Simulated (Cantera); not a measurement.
Cantera run:

```python
import numpy as np
import cantera as ct

gas_names = """
    H HNO HNO2 HNO3 HO2 H2 H2O H2O2 N NH NH2 NH3 NH2OH NO NO2 NO3 N2 N2H2 N2H4 N2O O OH O2 O3 Si SiH
    SiH2 SiH3 SiH4 SiN SiO SiO2 Si2 Si2N Si3
""".split()
cond_names = """
    H2O(s) H2O(L) Si(cr) Si(L) SiO2(Lqz) SiO2(hqz) SiO2(L) Si2N2O(s) Si3N4(a)
""".split()


# ... load() reads the species with a 1 bar reference pressure and builds the phases ...
atoms = {
    'Si2H6': {'Si': 2, 'H': 6},
    'N2O': {'N': 2, 'O': 1},
}
top_T = {'Si2N2O(s)': 2100, 'Si3N4(a)': 2400}  # K; cautious upper limits of use, not melting points


# ... equilibrate(T, P, feed) seeds the gas with the atoms and calls Mixture.equilibrate('TP', solver="vcs", rtol=1e-11, max_steps=5000) ...
results = []
T = 848  # K
P = 1400  # Pa
for m in [2.3, 3.2, 4.4, 6.1, 8.5, 12, 16, 23]:
    feed = {'Si2H6': 1, 'N2O': m}  # mol
    mix = equilibrate(T, P, feed)
    results.append((T, P, feed, dict(zip(mix.species_names, mix.species_moles))))

top = {s: max(r[3][s] / sum(r[3][g] for g in gas_names) for r in results) for s in gas_names}
cols = sorted((s for s in top if top[s] > 0.0001), key=lambda s: -top[s])[:8]
seen = [c for c in cond_names if any(r[3].get(c, 0) > 1e-12 for r in results)]
print("log10 of partial pressures in bar; condensed amounts in mol")
print(f"{'n(N2O)':>10s}" + "".join(f"{s[:9]:>10s}" for s in cols + seen))
for T, P, feed, n in results:
    ng = sum(n[g] for g in gas_names)
    print(f"{feed['N2O']:10.4g}" + "".join(f"{np.log10(max(n[s] / ng * P / 1e5, 1e-99)):10.3f}" for s in cols)
          + "".join(f"{n.get(c, 0):10.4g}" for c in seen))
```

Result:

```
log10 of partial pressures in bar; condensed amounts in mol
    n(N2O)        N2        H2       H2O        O2 SiO2(hqz) Si2N2O(s)
       2.3    -2.290    -2.052    -7.039   -34.722    0.8666    0.5667
       3.2    -2.160    -2.150    -7.093   -34.635     1.467    0.2667
       4.4    -2.080    -2.308    -3.121   -26.374         2         0
       6.1    -2.028    -2.859    -2.491   -24.012         2         0
       8.5    -2.013   -13.305    -2.465    -3.067         2         0
        12    -2.018   -13.644    -2.620    -2.699         2         0
        16    -2.021   -13.836    -2.748    -2.572         2         0
        23    -2.024   -14.041    -2.908    -2.482         2         0
```

Equilibrium computed with Cantera from the NASA thermochemical tables; the gas is ideal and each condensed phase is pure. The feed counts by its element totals alone.
